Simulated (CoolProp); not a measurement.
A Linde-Hampson liquefier for methane: isothermal reversible compression at 290 K from 1 atm to 30 MPa, throttling to 1 atm, return gas leaving the recuperator 5 K below the feed. Each further row changes one setting.

Computed with CoolProp (reference Helmholtz-energy equation of state, Setzmann 1991).

| case | liquid yield per pass | compression work (kJ/kg of gas) |
|---|---|---|
| as stated | 0.246 | 798 |
| high pressure 60 MPa | 0.252 | 912 |
| warm-end temperature 320 K | 0.190 | 903 |
| warm-end gap 10 K | 0.237 | 798 |
